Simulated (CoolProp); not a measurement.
Properties of propylene glycol along the isotherm 404.8 K.

Model: reference Helmholtz-energy equation of state, Eisenbach 2021, in CoolProp.

```csv
p (bar),phase,Z,cp (kJ/(kg K)),Joule-Thomson coefficient (K/MPa),isothermal compressibility (1/MPa)
48.6,liquid,0.1157,3.069,-0.2161,0.0008208
97.2,liquid,0.2305,3.062,-0.2189,0.0007848
146,liquid,0.3450,3.056,-0.2214,0.0007524
194,liquid,0.4568,3.050,-0.2237,0.0007235
243,liquid,0.5702,3.045,-0.2258,0.0006966
292,liquid,0.6829,3.039,-0.2277,0.0006720
340,liquid,0.7926,3.035,-0.2295,0.0006499
389,liquid,0.9040,3.030,-0.2311,0.0006290
438,liquid,1.015,3.026,-0.2327,0.0006096
486,liquid,1.123,3.022,-0.2341,0.0005920
535,liquid,1.232,3.018,-0.2354,0.0005753
583,liquid,1.339,3.014,-0.2366,0.0005599
632,liquid,1.448,3.011,-0.2378,0.0005452
681,liquid,1.556,3.007,-0.2388,0.0005313
729,liquid,1.662,3.004,-0.2398,0.0005186
```
